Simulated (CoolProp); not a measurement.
Model: reference Helmholtz-energy equation of state, Lemmon 2003, in CoolProp. It is a pseudo-pure fit of the blend.

### Question
For R404A, give the phase and the cp (kJ/(kg K)), speed of sound (m/s), viscosity (µPa s) at 5.35 °C and 68.2 kPa; 128.45 °C and 68.2 kPa.

### Answer
- 5.35 °C and 68.2 kPa: gas; cp 0.840, speed of sound 161, viscosity 11.5
- 128.45 °C and 68.2 kPa: gas; cp 1.04, speed of sound 192, viscosity 16.2

Viscosity comes from a separate model (Geller 2000).
